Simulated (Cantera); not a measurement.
A perfectly stirred reactor is fed with NO : N₂ = 1 : 5 (molar parts), at 473 Torr; it is held at 1900 K, and followed from long to short residence time.

Model: GRI-Mech 3.0 (53 species, 325 reactions), integrated in Cantera.

Q: What does this change do: NO 1 to 0.21 parts?

A: 
```json
[
 {"quantity": "x(NO) at τ = 6.00 s", "before": "0.0899", "after": "0.0308"},
 {"quantity": "x(N₂O) at τ = 6.00 s", "before": "3.57e-6", "after": "4.68e-7"},
 {"quantity": "x(NO₂) at τ = 6.00 s", "before": "6.34e-5", "after": "7.86e-6"},
 {"quantity": "x(N₂) at τ = 6.00 s", "before": "0.872", "after": "0.964"},
 {"quantity": "x(O₂) at τ = 6.00 s", "before": "0.0383", "after": "0.00474"},
 {"quantity": "x(NO) at τ = 27.0 ms", "before": "0.166", "after": "0.0403"},
 {"quantity": "x(N₂O) at τ = 27.0 ms", "before": "1.17e-5", "after": "7.07e-7"},
 {"quantity": "x(NO₂) at τ = 27.0 ms", "before": "2.83e-5", "after": "2.80e-6"},
 {"quantity": "x(N₂) at τ = 27.0 ms", "before": "0.834", "after": "0.960"},
 {"quantity": "x(O₂) at τ = 27.0 ms", "before": "0.000272", "after": "1.41e-5"}
]
```
